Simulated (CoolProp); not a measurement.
The numbers come from the reference Helmholtz-energy equation of state, Zhou 2016 in CoolProp.

Task: For R245ca, give the phase and the density (kg/m³), cp (kJ/(kg K)), isothermal compressibility (1/MPa), expansivity (1/kK) at 450 K and 32.8 bar; 450 K and 46 bar.

Result: 
- 450 K and 32.8 bar: gas; density 191, cp 1.82, isothermal compressibility 0.621, expansivity 12.6
- 450 K and 46 bar: supercritical; density 765, cp 2.92, isothermal compressibility 0.183, expansivity 22.8
